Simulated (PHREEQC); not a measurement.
Polishing slurry liquid

Dissolve 0.14 mol K2CO3 and 0.0011 mol Fe(NO3)3 per kg of water at 25 °C. Closed to the air; pH follows from the charge balance.

Model: ion-association model, phreeqc.dat, run in PHREEQC.

Each row changes one thing in this solution. This is a speciation only: nothing precipitates in the calculation.

```
case                                                   pH  ionic strength (mol/kgw)
--------------------------------------------------  -----  ------------------------
as made                                             11.17                     0.413
K2CO3 left out                                       2.98                   0.00464
diluted 2-fold with water                           11.14                     0.206
Fe(NO3)3 replaced by Mn(NO3)2 at the same molality  11.40                     0.415
temperature from 25 to 75 °C                        10.53                     0.405
```

Some of these states are supersaturated (in Fe(OH)3(a), Hematite (slow to form), Goethite (slow to form), for instance). Constants without temperature data keep their 25 °C values here.
